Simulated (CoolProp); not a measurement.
Values from CoolProp's reference Helmholtz-energy equation of state, Penoncello 2003.

Q: For CHF3 (R23), give the phase and the Z, expansivity (1/kK), Prandtl number at 475 K and 5.03 MPa; 475 K and 8.48 MPa.

A: 
- 475 K and 5.03 MPa: supercritical; Z 0.941, expansivity 2.78, Prandtl number 0.872
- 475 K and 8.48 MPa: supercritical; Z 0.907, expansivity 3.25, Prandtl number 0.867

Viscosity comes from a separate model (Shan 2000). Thermal conductivity comes from a separate model (Shan 2000).
